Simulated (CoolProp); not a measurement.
R21 along the isotherm 67.75 °C: Z from the reference equation and from simpler models built on Tc = 179.6 °C, pc = 52.89 bar, ω = 0.206; each cubic takes its own stable root.

Model: reference Helmholtz-energy equation of state, Platzer 1990, in CoolProp. This equation is an older, rougher fit; its heat capacities, sound speeds and derivatives of the liquid may be far off and weren't checked against measurements.

| p (bar) | phase | reference | van der Waals | Redlich-Kwong | Soave-Redlich-Kwong | Peng-Robinson |
|---|---|---|---|---|---|---|
| 8.26 | liquid | 0.02385 | 0.9006 | 0.8680 | 0.02572 | 0.02268 |
| 16.5 | liquid | 0.04750 | 0.07619 | 0.05297 | 0.05116 | 0.04514 |
| 24.8 | liquid | 0.07120 | 0.1134 | 0.07918 | 0.07657 | 0.06760 |
| 33.1 | liquid | 0.09477 | 0.1500 | 0.1051 | 0.1018 | 0.08991 |
| 41.3 | liquid | 0.1179 | 0.1856 | 0.1305 | 0.1265 | 0.1118 |
| 49.6 | liquid | 0.1413 | 0.2212 | 0.1560 | 0.1514 | 0.1338 |
| 57.8 | liquid | 0.1642 | 0.2560 | 0.1810 | 0.1758 | 0.1555 |
| 66.1 | liquid | 0.1874 | 0.2909 | 0.2061 | 0.2003 | 0.1772 |
| 74.4 | liquid | 0.2104 | 0.3254 | 0.2310 | 0.2247 | 0.1989 |
| 82.6 | liquid | 0.2331 | 0.3592 | 0.2554 | 0.2486 | 0.2202 |
| 90.9 | liquid | 0.2559 | 0.3932 | 0.2800 | 0.2727 | 0.2416 |
| 99.2 | liquid | 0.2787 | 0.4269 | 0.3044 | 0.2967 | 0.2629 |
| 107 | liquid | 0.3000 | 0.4583 | 0.3272 | 0.3191 | 0.2829 |
| 116 | liquid | 0.3245 | 0.4944 | 0.3533 | 0.3449 | 0.3058 |
| 124 | liquid | 0.3462 | 0.5262 | 0.3765 | 0.3677 | 0.3261 |
| 132 | liquid | 0.3678 | 0.5579 | 0.3995 | 0.3903 | 0.3463 |

At some of these states van der Waals, Redlich-Kwong gives the other phase, because its saturation line lies elsewhere.
